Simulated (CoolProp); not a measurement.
Computed with CoolProp (reference Helmholtz-energy equation of state, Thol 2015).

Question: Give the vapour pressure (MPa), liquid density (kg/m³), vapour density (kg/m³), liquid cp (kJ/(kg K)) of saturated octamethylcyclotetrasiloxane (D4) at 522.7, 547 K.

Answer: 
| T (K) | p (MPa) | liquid density (kg/m³) | vapour density (kg/m³) | liquid cp (kJ/(kg K)) |
|---|---|---|---|---|
| 522.7 | 0.482 | 644 | 43.5 | 2.23 |
| 547 | 0.728 | 588 | 71.6 | 2.37 |
